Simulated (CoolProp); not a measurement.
The fluid at 293.15 K and 0.138 MPa flows at 2.6 m/s in a round tube of 12.7 mm bore and 0.25 µm roughness, fully developed (64/Re and Nu = 3.66 if laminar; Colebrook and Gnielinski if turbulent). The same conditions are run with several fluids, on thermodynamics alone (safety and materials aside).

Computed with CoolProp (reference Helmholtz-energy equation of state of each fluid (o-xylene: Zhou 2012; n-octane: Beckmüller 2019; m-xylene: Zhou 2012; R11: Jacobsen 1992; ethanol: Schroeder 2014)).

Problem. Rank o-xylene, n-octane, m-xylene, R11, ethanol by Reynolds number, highest first.

Solution. R11 (108000), m-xylene (46200), n-octane (42600), o-xylene (35800), ethanol (21800)

| fluid | Darcy friction factor | pressure drop (Pa/m) | heat-transfer coefficient (W/(m² K)) | mass flow (kg/h) |
|---|---|---|---|---|
| o-xylene | 0.0226 | 5290 | 3040 | 1040 |
| n-octane | 0.0217 | 4060 | 3230 | 833 |
| m-xylene | 0.0213 | 4910 | 3350 | 1020 |
| R11 | 0.0178 | 7060 | 3670 | 1760 |
| ethanol | 0.0254 | 5330 | 2930 | 936 |

Transport values come from each fluid's own correlations; those of R11 are estimates that may be off by 10 % or more.
